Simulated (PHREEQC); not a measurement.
Make-up at 20 °C: 0.12 mol/kgw NiSO4, 0.00022 mol/kgw ZnCl2, 0.00025 mol/kgw NaH2PO4 and 0.23 mol/kgw Na2SO4. Closed to the air; pH follows from the charge balance.

The numbers come from PHREEQC with the ion-association model, wateq4f.dat.

Each row changes one thing in this solution. Precipitation was switched off in this run.

| case | pH | ionic strength (mol/kgw) | Zn(SO4)2-2 (mol/kgw) | ZnSO4 (mol/kgw) | Zn+2 (mol/kgw) | HSO4- (mol/kgw) | SI of Morenosite (NiSO4:7H2O) | SI of Mirabilite (Na2SO4:10H2O) |
|---|---|---|---|---|---|---|---|---|
| as made | 5.51 | 0.717 | 8.89e-5 | 7.99e-5 | 5.12e-5 | 1.49e-5 | -0.96 | -1.27 |
| ZnCl2 from 0.00022 to 4.4e-05 mol/kgw | 5.51 | 0.716 | 1.78e-5 | 1.60e-5 | 1.02e-5 | 1.49e-5 | -0.96 | -1.27 |
| NaH2PO4 from 0.00025 to 0.000275 mol/kgw | 5.49 | 0.717 | 8.89e-5 | 7.99e-5 | 5.12e-5 | 1.56e-5 | -0.96 | -1.27 |
| NaH2PO4 left out | 6.28 | 0.716 | 8.89e-5 | 7.99e-5 | 5.11e-5 | 2.58e-6 | -0.96 | -1.27 |
| NaH2PO4 from 0.00025 to 0.0025 mol/kgw | 5.01 | 0.719 | 8.87e-5 | 8.00e-5 | 5.14e-5 | 4.70e-5 | -0.96 | -1.27 |

The ionic strength passes 0.7 mol/kgw, the rough limit of the ion-association models, in every such run. Some of these states are supersaturated (in Ni3(PO4)2, Ni(OH)2, for instance). H3PO4, which wateq4f.dat lacks, is added to it with the constant of phreeqc.dat. The database has no phosphate complexes of Zn, Ni.
